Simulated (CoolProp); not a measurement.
The fluid at 410.8 K and 2.78 MPa flows at 16 m/s in a round tube of 10 mm bore and 45 µm roughness, fully developed (64/Re and Nu = 3.66 if laminar; Colebrook and Gnielinski if turbulent). The same conditions are run with several fluids, on thermodynamics alone (safety and materials aside).

Values from CoolProp's reference Helmholtz-energy equation of state of each fluid (ammonia: Gao 2020; oxygen: Schmidt 1985; nitrogen: Span 2000; R13: Platzer 1990; R134a: Tillner-Roth 1994). The equations of Platzer and Polt are older, rougher fits.

```tsv
fluid	Reynolds number	Darcy friction factor	pressure drop (Pa/m)	heat-transfer coefficient (W/(m² K))	mass flow (kg/h)
ammonia	170000	0.0300	5860	2600	69.0
oxygen	155000	0.0301	10000	1760	118
nitrogen	158000	0.0301	8700	1710	102
R13	735000	0.0296	35100	5190	419
R134a	944000	0.0295	38800	7890	465
```

Above 300 K oxygen's equation is extrapolated.

Transport values come from each fluid's own correlations; those of R13, R134a are estimates that may be off by 10 % or more.
